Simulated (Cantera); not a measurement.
An isothermal, constant-pressure homogeneous reactor starts with CH₄ : N₂ = 1 : 140 (molar parts), at 1598 K and 0.375 Torr. Integrator tolerance rtol = 1e-08.

Cantera simulation using GRI-Mech 3.0 (53 species, 325 reactions); the numbers are that mechanism's predictions, not measurements. GRI-Mech 3.0 stops at C3 and has no aromatics, soot or wall deposition, so with more carbon than oxygen in the feed, carbon stays in small species such as C2H2 where larger ones or solid carbon would form. Radical loss at walls, strong at low pressure, is not modelled.

Problem. What does this change do: pressure from 0.375 Torr to 1.01 bar?

Solution. 
```
quantity                                             before                                      after
-----------------  ----------------------------------------  -----------------------------------------
x(CH₄) at 90.0 s    0.00142 (gas-phase equilibrium 2.12e-9)    2.06e-5 (gas-phase equilibrium 4.37e-6)
x(HCN) at 90.0 s    1.88e-6 (gas-phase equilibrium 0.00672)    2.21e-6 (gas-phase equilibrium 0.00672)
x(H₂) at 90.0 s      0.00835 (gas-phase equilibrium 0.0104)      0.0105 (gas-phase equilibrium 0.0106)
x(C₂H₄) at 90.0 s  2.15e-5 (gas-phase equilibrium 9.38e-11)    4.20e-6 (gas-phase equilibrium 1.92e-7)
x(CH₂) at 90.0 s   1.31e-7 (gas-phase equilibrium 2.20e-11)  1.05e-10 (gas-phase equilibrium 2.22e-11)
x(H) at 90.0 s     2.08e-5 (gas-phase equilibrium 0.000245)    5.46e-6 (gas-phase equilibrium 5.47e-6)
```

Problem. What does this change do: CH4 1 to 4.9 parts?

Solution. 
```json
[
 {"quantity": "x(CH₄) at 90.0 s", "before": "0.00142 (gas-phase equilibrium 2.12e-9)", "after": "0.00352 (gas-phase equilibrium 8.93e-8)"},
 {"quantity": "x(HCN) at 90.0 s", "before": "1.88e-6 (gas-phase equilibrium 0.00672)", "after": "2.10e-6 (gas-phase equilibrium 0.0271)"},
 {"quantity": "x(H₂) at 90.0 s", "before": "0.00835 (gas-phase equilibrium 0.0104)", "after": "0.0438 (gas-phase equilibrium 0.0488)"},
 {"quantity": "x(C₂H₄) at 90.0 s", "before": "2.15e-5 (gas-phase equilibrium 9.38e-11)", "after": "2.69e-5 (gas-phase equilibrium 7.63e-9)"},
 {"quantity": "x(CH₂) at 90.0 s", "before": "1.31e-7 (gas-phase equilibrium 2.20e-11)", "after": "1.78e-7 (gas-phase equilibrium 1.99e-10)"},
 {"quantity": "x(H) at 90.0 s", "before": "2.08e-5 (gas-phase equilibrium 0.000245)", "after": "7.51e-5 (gas-phase equilibrium 0.000529)"}
]
```

Problem. What does this change do: pressure from 0.375 Torr to 10.00 Torr?

Solution. 
```tsv
quantity	before	after
x(CH₄) at 90.0 s	0.00142 (gas-phase equilibrium 2.12e-9)	1.28e-5 (gas-phase equilibrium 5.73e-8)
x(HCN) at 90.0 s	1.88e-6 (gas-phase equilibrium 0.00672)	1.67e-5 (gas-phase equilibrium 0.00672)
x(H₂) at 90.0 s	0.00835 (gas-phase equilibrium 0.0104)	0.0105 (gas-phase equilibrium 0.0105)
x(C₂H₄) at 90.0 s	2.15e-5 (gas-phase equilibrium 9.38e-11)	5.99e-8 (gas-phase equilibrium 2.53e-9)
x(CH₂) at 90.0 s	1.31e-7 (gas-phase equilibrium 2.20e-11)	4.28e-9 (gas-phase equilibrium 2.22e-11)
x(H) at 90.0 s	2.08e-5 (gas-phase equilibrium 0.000245)	4.44e-5 (gas-phase equilibrium 4.77e-5)
```
